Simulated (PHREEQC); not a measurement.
## Acid mine or pickling water

A made-up water analysis in mmol/kgw, 25 °C, pH 2.11: Na 62.6; K 2.4; Ca 2.82; Mg 15.2; Cl 26.4; S(6) 44.5.

Valence states are taken as typed.

The numbers come from PHREEQC with the Pitzer model, pitzer.dat.

This is a speciation only: nothing precipitates in the calculation.

### Question
Predict the ionic strength, charge-balance error, specific conductance.

### Answer
ionic strength 0.163 mol/kgw; charge-balance error 2.2 %; specific conductance 12600 µS/cm.

### Question
In which forms is S present?

### Answer
SO4-2 81 %, HSO4- 19 % of the S.

Complexes and solids missing from the database can't appear.
